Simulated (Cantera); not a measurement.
An isothermal, constant-pressure homogeneous reactor starts with NH₃ : H₂ = 1 : 0.16 (molar parts), at 2350 K and 30.8 Torr. Integrator tolerance rtol = 1e-08.

Computed with Cantera and the gas-phase N/H chemistry of the illustrative SiF4/NH3 mechanism in the Surface Chemkin manual (1991). Walls and surfaces, which speed up NH3 decomposition in real reactors, are not modelled.

What does this change do: temperature 2350 to 1225 K?


```csv
quantity,before,after
x(NH₃) at 20.0 s,1.47e-7 (gas-phase equilibrium 1.47e-7),0.862 (gas-phase equilibrium 2.22e-6)
x(H₂) at 20.0 s,0.722 (gas-phase equilibrium 0.722),0.138 (gas-phase equilibrium 0.769)
x(N₂) at 20.0 s,0.225 (gas-phase equilibrium 0.225),2.10e-5 (gas-phase equilibrium 0.231)
x(NH₂) at 20.0 s,3.44e-8 (gas-phase equilibrium 3.44e-8),2.41e-6 (gas-phase equilibrium 6.46e-12)
x(N₂H₄) at 20.0 s,<1e-12 (gas-phase equilibrium <1e-12),3.91e-9 (gas-phase equilibrium <1e-12)
```
